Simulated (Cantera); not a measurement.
**Equilibrium for sublimation and decomposition of ceramics: MgO + N₂**

Input: 1 mol MgO, 6.3 mol N₂, at 240 Torr.

Method: chemical equilibrium by Gibbs-energy minimisation in Cantera with the NASA 1993 tables (ideal gas, pure condensed phases). Candidate condensed phases: Mg, MgO; 13 gas species. Rates play no part.

```
T (K)  log p N₂  log p Mg  log p O₂  log p O  log p NO  log p MgO  log p MgN  log p N  n MgO(s)
-----  --------  --------  --------  -------  --------  ---------  ---------  -------  --------
2573      -0.50     -2.56     -3.19    -3.28     -3.04      -3.90      -6.74    -6.50     0.943
2623      -0.51     -2.38     -2.99    -3.08     -2.91      -3.65      -6.51    -6.32     0.912
2673      -0.51     -2.21     -2.80    -2.89     -2.78      -3.41      -6.29    -6.14     0.867
2723      -0.52     -2.05     -2.62    -2.71     -2.66      -3.18      -6.08    -5.97     0.801
2773      -0.53     -1.89     -2.44    -2.53     -2.55      -2.95      -5.87    -5.81     0.702
2823      -0.54     -1.73     -2.28    -2.36     -2.44      -2.74      -5.68    -5.65     0.555
2873      -0.56     -1.58     -2.12    -2.20     -2.34      -2.53      -5.50    -5.51     0.334
```
log p: log10 of the partial pressure in bar; n: condensed amount in mol.

From 2573 K to 2873 K the condensed part is MgO(s). The main Mg-bearing gas is Mg throughout. The share of Mg in condensed phases is highest at 2573 K (94.3 %) and lowest at 2873 K (33.4 %).
